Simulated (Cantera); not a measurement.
A closed system holds: 1 mol SiF4, 0.04 mol C2H4, 28 mol H2, held at 1423 K and 1.35 Torr.

These are equilibrium values from Cantera (NASA tables, ideal gas, pure condensed phases), not measurements of a reactor. Candidate condensed phases: C, C6H6, C7H8, C8H18, Si, SiC; 113 gas species. The tables' values for SiF3, SiF2 are old estimates; treat these amounts as uncertain. Equilibrium is a limit: real reactors are often held back by kinetics, nucleation or transport.

Base state: H2 0.953, SiF4 0.0265, HF 0.0151, SiF3 0.00443, SiF2 0.000485, SiHF3 0.000459, H 0.000153 (mole fractions); condensed: C(graphite) + SiC(s).

What changes in the equilibrium state with this change: temperature from 1423 K to 1473 K?


```json
[
 {"species": "H2", "before": "0.953", "after": "0.949"},
 {"species": "SiF4", "before": "0.0265", "after": "0.0237"},
 {"species": "HF", "before": "0.0151", "after": "0.0196"},
 {"species": "SiF2", "before": "0.000485", "after": "0.000981"},
 {"species": "H", "before": "0.000153", "after": "0.000290"},
 {"species": "C(graphite), mol", "before": "0.0123", "after": "0"},
 {"species": "SiC(s), mol", "before": "0.0673", "after": "0.0796"}
]
```
